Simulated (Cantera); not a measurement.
Input (Python, Cantera) and output of one run.

```python
import numpy as np
import cantera as ct

gas_names = """
    Cr CrN H H2 N NH NH2 NH3 N2 N2H2 N2H4
""".split()
cond_names = """
    Cr(cr) Cr(L) CrN(s) Cr2N(s)
""".split()


# ... load() reads the species with a 1 bar reference pressure and builds the phases ...
atoms = {
    'Cr': {'Cr': 1},
    'NH3': {'N': 1, 'H': 3},
    'H2': {'H': 2},
}
top_T = {'CrN(s)': 1900, 'Cr2N(s)': 1900}  # K; cautious upper limits of use, not melting points


# ... equilibrate(T, P, feed) seeds the gas with the atoms and calls Mixture.equilibrate('TP', solver="vcs", rtol=1e-11, max_steps=5000) ...
results = []
feed = {'Cr': 1, 'NH3': 14, 'H2': 170}  # mol
T = 2250  # K
P = 100000  # Pa
mix = equilibrate(T, P, feed)
results.append((T, P, feed, dict(zip(mix.species_names, mix.species_moles))))
print(gas.report(threshold=1e-05))
for i in range(1, mix.n_phases):
    print(f"{mix.phase(i).name:16s} {mix.phase_moles(i):12.5e} mol")
```

Result:

```
       temperature   2250 K
          pressure   1e+05 Pa
           density   0.016946 kg/m^3
  mean mol. weight   3.1701 kg/kmol
   phase of matter   gas

                          1 kg             1 kmol
                     ---------------   ---------------
          enthalpy        2.0531e+07        6.5085e+07  J
   internal energy        1.4629e+07        4.6377e+07  J
           entropy             61990        1.9652e+05  J/K
    Gibbs function       -1.1895e+08       -3.7708e+08  J
 heat capacity c_p             11009             34900  J/K
 heat capacity c_v            8386.3             26586  J/K

                      mass frac. Y      mole frac. X     chem. pot. / RT
                     ---------------   ---------------   ---------------
                Cr          0.082123         0.0050069           -7.9295
                 H         0.0023049         0.0072488           -9.9553
                H2           0.60585           0.95269           -19.911
                N2           0.30971          0.035047           -30.696
     [   +7 minor]        1.3813e-05        2.5224e-06

Cr(L)             0.00000e+00 mol
```

Cantera equilibrium calculation (NASA polynomials, part measured and part estimated; ideal gas, pure solids and liquids).
